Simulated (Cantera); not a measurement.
Input: 1 mol SiC, 0.026 mol H2O, 3.8 mol H2, at 10.0 Torr.

These are equilibrium values from Cantera (NASA tables, ideal gas, pure condensed phases), not measurements of a reactor. Candidate condensed phases: C, C6H6, C7H8, C8H18, H2O, Si, SiC, SiO2; 123 gas species. Mutual solubility and eutectic melting of coexisting phases are not modelled. The tables hold silica as quartz up to 1696 K and as liquid above; real silica turns to tridymite and cristobalite and melts near 1996 K. Kinetics and transport are ignored.

Question: Which condensed phases are stable at each of these points (T (°C)): 1002, 1052, 1102, 1152, 1202, 1252, 1302, 1352, 1402?

Answer: 
```csv
T (°C),condensed phases,Si condensed (%)
1002,SiC(s) + SiO2(β-quartz),100.0
1052,SiC(s) + SiO2(β-quartz),99.9
1102,SiC(s) + SiO2(β-quartz),99.7
1152,SiC(s),98.7
1202,SiC(s),98.7
1252,SiC(s),98.7
1302,SiC(s),98.7
1352,SiC(s),98.7
1402,SiC(s),98.7
```

From 1002 °C to 1102 °C the condensed part is SiC(s) + SiO2(β-quartz). From 1152 °C to 1402 °C the condensed part is SiC(s).
